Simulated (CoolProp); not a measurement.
Model: reference Helmholtz-energy equation of state, Lemmon 2005, in CoolProp. It is a short technical equation, of lower accuracy than the large ones.

**Question.** For 1-butene, give the phase and the cp (kJ/(kg K)) at 235.25 °C and 42 bar; 101.15 °C and 31.5 bar; 27.15 °C and 0.877 bar.

**Answer.** 
- 235.25 °C and 42 bar: supercritical; cp 2.66
- 101.15 °C and 31.5 bar: liquid; cp 2.89
- 27.15 °C and 0.877 bar: gas; cp 1.56
